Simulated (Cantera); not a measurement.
Feed: 1 mol Cu, 1.4 mol F2, held at 0.100 bar.

These are equilibrium values from Cantera (NASA tables, ideal gas, pure condensed phases), not measurements of a reactor. Candidate condensed phases: Cu, CuF2; 6 gas species. Equilibrium is a limit: real reactors are often held back by kinetics, nucleation or transport. All values below are at 775 °C.

Base state: F2 0.616, F 0.384, CuF2 0.000481 (mole fractions); condensed: CuF2(s).

Task: What changes in the equilibrium state with this change: 0.07 mol H2O added?

Result: 
```tsv
species	before	after
F2	0.616	0.398
F	0.384	0.308
HF	0	0.234
O2	0	0.0586
CuF2	0.000481	0.000481
CuF2(s), mol	1.000	1.000
```
Further candidate phases: CuO, Cu(OH)2, Cu2O, H2O.
